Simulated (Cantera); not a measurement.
## Thermodynamics of fluorocarbon and chlorocarbon gases, feed CH₃F + H₂

A closed system holds: 1 mol CH₃F, 1.6 mol H₂.

Cantera equilibrium calculation (NASA polynomials, part measured and part estimated; ideal gas, pure solids and liquids). Candidate condensed phases: C, C₆H₆, C₇H₈, C₈H₁₈; 95 gas species. Kinetics and transport are ignored.

Stable condensed phases:

```
T in °C \ P in Pa
              1    3.6     13     46    170    600   2200   7700  28000 100000
   3225       A      A      A      A      A      A      A      A      A      A
   3175       A      A      A      A      A      A      A      A      A      A
   3125       A      A      A      A      A      A      A      A      A      B
   3075       A      A      A      A      A      A      A      A      A      B
   3025       A      A      A      A      A      A      A      A      B      B
   2975       A      A      A      A      A      A      A      A      B      B
   2925       A      A      A      A      A      A      A      B      B      B
   2875       A      A      A      A      A      A      A      B      B      B
   2825       A      A      A      A      A      A      A      B      B      B
   2775       A      A      A      A      A      A      B      B      B      B
```

A: gas only; B: C.
